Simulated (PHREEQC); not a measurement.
# Hard or scaling water (model solution)

Solution (25 °C): 5.9 mmol/kgw BaCl2. Closed to the air; pH follows from the charge balance.

Equilibrium calculation in PHREEQC: Pitzer model, pitzer.dat.

No solid was allowed to form.

Predict the specific conductance.

specific conductance 1450 µS/cm.
